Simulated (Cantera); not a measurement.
An adiabatic, constant-pressure homogeneous reactor starts with 6.39 % CH4, 0.639 % C2H6, 1.60 % C3H8, 19.2 % O2, 72.2 % N2, equivalence ratio 1.2, at 1500 K and 14.8 atm.

Cantera simulation using GRI-Mech 3.0 (53 species, 325 reactions); the numbers are that mechanism's predictions, not measurements. GRI-Mech 3.0 was tuned for natural gas; its chemistry of propane as a main component is partial and can be far from experiment. The pressure lies above the range GRI-Mech 3.0 was tuned for (to about 10 atm).

Task: Predict: time of steepest temperature rise; temperature at 0.800 s; equilibrium temperature; x(NO2) at 0.800 s; x(NO) at 0.800 s; x(O2) at 0.800 s.

Result: 
```
Item                                                                 Value
---------------------------------  ---------------------------------------
time of steepest temperature rise                                  24.2 µs
temperature at 0.800 s                                              2952 K
equilibrium temperature                                             2952 K
x(NO2) at 0.800 s                  1.72e-6 (gas-phase equilibrium 1.72e-6)
x(NO) at 0.800 s                   0.00555 (gas-phase equilibrium 0.00555)
x(O2) at 0.800 s                   0.00375 (gas-phase equilibrium 0.00375)
```
